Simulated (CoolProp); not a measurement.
Vapour-liquid equilibrium of R22 (1) + acetone (2) at 310.6 K; x and y are mole fractions of (1).

The numbers come from the multi-fluid Helmholtz-energy mixture model, Kamei 1995 and Lemmon 2006; pair parameters Bell 2016 in CoolProp.

Give the bubble pressure and the first vapour's composition at x = 0.2, 0.35, 0.8. Is there an azeotrope?

x = 0.2: 0.2257 MPa, y = 0.796; x = 0.35: 0.3376 MPa, y = 0.881; x = 0.8: 1.020 MPa, y = 0.990. No azeotrope shows between x = 0.05 and 0.95.

Pair parameters are fitted to limited data, so mixtures are less certain than the pure fluids.
